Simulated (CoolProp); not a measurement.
Vapour-liquid equilibrium of cyclohexane (1) + p-xylene (2) at 0.00924 MPa; x and y are mole fractions of (1).

The numbers come from the multi-fluid Helmholtz-energy mixture model, Zhou 2014 and Zhou 2012; pair parameters Bell 2016 in CoolProp.

Problem. Give the bubble temperature and the first vapour's composition at x = 0.125, 0.35, 0.8. Is there an azeotrope?

Solution. x = 0.125: 48.3 °C, y = 0.616; x = 0.35: 33.5 °C, y = 0.859; x = 0.8: 21.3 °C, y = 0.972. No azeotrope shows between x = 0.05 and 0.95.

Pair parameters are fitted to limited data, so mixtures are less certain than the pure fluids.
